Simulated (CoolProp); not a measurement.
Properties of benzene along the isobar 0.101 MPa.

Values from CoolProp's reference Helmholtz-energy equation of state, Thol 2012.

```
T (K)  phase       Z  Joule-Thomson coefficient (K/MPa)  isothermal compressibility (1/MPa)  fugacity coefficient
-----  -----  ------  ---------------------------------  ----------------------------------  --------------------
360.4    gas  0.9684                              31.40                               10.24                0.9694
386.2    gas  0.9751                              24.52                               10.16                0.9757
412.1    gas  0.9801                                  …                               10.11                0.9805
437.9    gas  0.9838                                  …                               10.07                0.9840
463.8    gas  0.9866                                  …                               10.04                0.9868
489.6    gas  0.9888                              10.88                               10.01                0.9889
515.5    gas  0.9906                              9.239                               9.996                0.9907
541.3    gas  0.9920                              7.956                               9.981                0.9921
567.1    gas  0.9932                              6.933                               9.970                0.9932
593      gas  0.9941                              6.101                               9.960                0.9941
```

Problem. Fill in the missing entries.

Solution. 
- 412.1, Joule-Thomson coefficient (K/MPa): 19.49
- 437.9, Joule-Thomson coefficient (K/MPa): 15.78
- 463.8, Joule-Thomson coefficient (K/MPa): 12.99
